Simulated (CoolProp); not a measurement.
R141b at several states: fugacity coefficient from the reference equation and from simpler models built on Tc = 204.4 °C, pc = 42.12 bar, ω = 0.220; each cubic takes its own stable root.

Model: reference Helmholtz-energy equation of state, Lemmon 2006, in CoolProp. It is a short technical equation, of lower accuracy than the large ones.

```json
[
 {"T (°C)": "-2.35", "p (bar)": "8.66", "phase": "liquid", "reference": "0.02968"},
 {"T (°C)": "-73.85", "p (bar)": "0.105", "phase": "liquid", "reference": "0.01965"},
 {"T (°C)": "-13.05", "p (bar)": "4.44", "phase": "liquid", "reference": "0.03394"},
 {"T (°C)": "26.95", "p (bar)": "167", "phase": "liquid", "reference": "0.009132"},
 {"T (°C)": "-58.55", "p (bar)": "7.39", "phase": "liquid", "reference": "0.001115"}
]
```

### Question
How far does each simpler model (van der Waals, Soave-Redlich-Kwong, Peng-Robinson) lie from the reference over these 5 states: mean and median of the absolute difference, and the worst?

### Answer
- van der Waals: mean 2889.1 %, median 1199.6 %, worst +6750.2 % at -58.55 °C and 7.39 bar
- Soave-Redlich-Kwong: mean 4.2 %, median 5.2 %, worst +8.4 % at -73.85 °C and 0.105 bar
- Peng-Robinson: mean 10.9 %, median 5.3 %, worst +26.6 % at -73.85 °C and 0.105 bar

At some of these states van der Waals gives the other phase, because its saturation line lies elsewhere.
